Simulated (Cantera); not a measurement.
A perfectly stirred reactor is fed with CO : H2 : O2 : N2 : H2O = 1 : 0.15 : 0.701 : 7.01 : 0.54 (molar parts), at 101000 Pa; it is adiabatic with a 650 K inlet, and is followed from long to short residence time, starting on the burning branch (τ in s: 0.19, 0.075, 0.03, 0.012, 0.0049, 0.002, 0.00079, 0.00032, 0.00013, 5.2e-05).

Detailed kinetics in Cantera: GRI-Mech 3.0 (53 species, 325 reactions).

One state of this run: T (K) = 1469; x CO = 0.0169; x H2 = 0.00241; x O2 = 0.0231; x OH = 0.00166; x H2O = 0.0730; x H2O2 = 7.75e-7. x: mole fraction; the columns are a selection and need not sum to one.

Problem. Which value of τ (s) does it belong to?
(A) 0.19
(B) 0.0049
(C) 0.0020
(D) 0.00013

Solution. C, 0.0020
